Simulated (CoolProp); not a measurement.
Values from CoolProp's reference Helmholtz-energy equation of state, Wu 2011.

Task: Give the vapour pressure (kPa), enthalpy of vaporisation (kJ/kg), vapour viscosity (µPa s) of saturated dimethyl ether at -30.65 °C.

Result: 
```json
[
 {"T (°C)": "-30.65", "p (kPa)": "77.9", "enthalpy of vaporisation (kJ/kg)": "472", "vapour viscosity (µPa s)": "7.93"}
]
```

Viscosity comes from a separate model (Meng 2012).
